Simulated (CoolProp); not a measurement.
Model: reference Helmholtz-energy equation of state, Thol 2015, in CoolProp.

Q: For octamethylcyclotetrasiloxane (D4), give the phase and the Z, cv (kJ/(kg K)), Joule-Thomson coefficient (K/MPa), isothermal compressibility (1/MPa) at 307.4 K and 0.269 MPa; 606.9 K and 0.481 MPa.

A: 
- 307.4 K and 0.269 MPa: liquid; Z 0.0332, cv 1.39, Joule-Thomson coefficient -0.395, isothermal compressibility 0.00164
- 606.9 K and 0.481 MPa: gas; Z 0.881, cv 2.00, Joule-Thomson coefficient 9.14, isothermal compressibility 2.38
